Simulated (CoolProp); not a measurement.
Tetrahydrofuran along the isotherm 6.85 °C: fugacity coefficient from the reference equation and from simpler models built on Tc = 267.0 °C, pc = 5.304 MPa, ω = 0.234; each cubic takes its own stable root.

Values from CoolProp's reference Helmholtz-energy equation of state, Fiedler 2023.

```csv
p (MPa),phase,reference,Soave-Redlich-Kwong,Peng-Robinson
0.497,liquid,0.01868,0.01795,0.01904
0.995,liquid,0.009491,0.009132,0.009669
1.49,liquid,0.006446,0.006211,0.006563
1.99,liquid,0.004910,0.004737,0.004995
2.49,liquid,0.003992,0.003857,0.004058
2.98,liquid,0.003392,0.003281,0.003446
3.48,liquid,0.002955,0.002862,0.003000
3.98,liquid,0.002628,0.002549,0.002666
4.48,liquid,0.002375,0.002307,0.002408
4.97,liquid,0.002177,0.002117,0.002206
5.47,liquid,0.002012,0.001960,0.002037
5.97,liquid,0.001876,0.001829,0.001897
6.46,liquid,0.001763,0.001721,0.001782
6.96,liquid,0.001664,0.001627,0.001681
7.46,liquid,0.001579,0.001546,0.001594
7.96,liquid,0.001506,0.001476,0.001519
```
